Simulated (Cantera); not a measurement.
# Thermodynamics of thermal oxidation and active oxidation of silicon, feed Si + H2O + H2

Feed: 1 mol Si, 0.0067 mol H2O, 310 mol H2, at 1.00 Pa.

These are equilibrium values from Cantera (NASA tables, ideal gas, pure condensed phases), not measurements of a reactor. Candidate condensed phases: H2O, Si, SiO2; 18 gas species. Kinetics and transport are ignored.

| T (K) | x H2 | x H | x Si | x SiH | x SiO | x Si2 | x SiH2 | n Si(s) |
|---|---|---|---|---|---|---|---|---|
| 1250 | 1.000 | 0.000153 | 8.31e-7 | 2.90e-8 | 2.16e-5 | 1.23e-10 | 3.13e-8 | 0.993 |
| 1325 | 0.999 | 0.000517 | 9.43e-6 | 2.16e-7 | 2.16e-5 | 2.92e-9 | 1.16e-7 | 0.990 |
| 1400 | 0.998 | 0.00154 | 8.23e-5 | 1.30e-6 | 2.16e-5 | 4.89e-8 | 3.76e-7 | 0.967 |
| 1475 | 0.995 | 0.00409 | 0.000575 | 6.47e-6 | 2.16e-5 | 6.13e-7 | 1.07e-6 | 0.812 |
| 1550 | 0.987 | 0.00989 | 0.00314 | 2.59e-5 | 2.14e-5 | 5.34e-6 | 2.60e-6 | 0 |
| 1625 | 0.975 | 0.0220 | 0.00313 | 1.95e-5 | 2.13e-5 | 1.75e-6 | 1.24e-6 | 0 |
| 1700 | 0.951 | 0.0454 | 0.00310 | 1.48e-5 | 2.11e-5 | 6.23e-7 | 6.18e-7 | 0 |
| 1775 | 0.910 | 0.0873 | 0.00304 | 1.13e-5 | 2.06e-5 | 2.36e-7 | 3.16e-7 | 0 |
| 1850 | 0.841 | 0.156 | 0.00294 | 8.44e-6 | 1.99e-5 | 9.35e-8 | 1.61e-7 | 0 |
| 1925 | 0.738 | 0.260 | 0.00277 | 6.13e-6 | 1.87e-5 | 3.79e-8 | 8.01e-8 | 0 |
| 2000 | 0.599 | 0.398 | 0.00255 | 4.24e-6 | 1.73e-5 | 1.55e-8 | 3.73e-8 | 0 |
x: gas mole fraction; n: condensed amount in mol.

From 1250 K to 1475 K the condensed part is Si(s). From 1550 K to 2000 K nothing is condensed. The main Si-bearing gas is SiO at 1250 K and Si at 2000 K.
